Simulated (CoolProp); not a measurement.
Vapour-liquid equilibrium of C2F6 (R116) (1) + propylene (2) at 744 kPa; x and y are mole fractions of (1).

Model: multi-fluid Helmholtz-energy mixture model, Lemmon 2006 and Lemmon 2013; pair parameters Bell 2016, in CoolProp.

```csv
x,bubble temperature (°C),y at the bubble point,dew temperature at overall composition x (°C),liquid density (mol/L)
0.05,-6.7,0.352,6.4,12.89
0.15,-21.5,0.614,2.4,12.80
0.25,-26.4,0.687,-1.9,12.41
0.35,-28.2,0.714,-6.6,11.95
0.45,-29.1,0.730,-11.7,11.51
0.55,-29.8,0.746,-17.4,11.10
0.65,-30.5,0.769,-23.9,10.76
0.75,-31.1,0.803,-29.9,10.46
0.85,-31.5,0.857,-31.4,10.21
0.95,-31.2,0.941,-31.2,9.996
```

y crosses x between x = 0.85 and 0.95: the model has an azeotrope there.

The pair parameters rest on a limited set of measurements; away from them the model extrapolates. With so large a gap from Raoult's law the liquid may split in two, which this calculation doesn't test in full.
